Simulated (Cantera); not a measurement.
Input: 1 mol Al(CH3)3, 1.2 mol N2O, 42 mol N2, at 0.000170 bar.

These are equilibrium values from Cantera (NASA tables, ideal gas, pure condensed phases), not measurements of a reactor. Candidate condensed phases: Al, AlN, Al2O3, C, C6H6, C7H8, C8H18, H2O; 148 gas species. The feed counts by its element totals alone. Kinetics and transport are ignored.

Question: At 1750 K, list the 6 most abundant gas species with their mole fractions, and the condensed phases.

Answer: N2 0.863, H2 0.0866, CO 0.0240, Al 0.0199, H 0.00525, HCN 0.00131. Condensed: C(graphite).
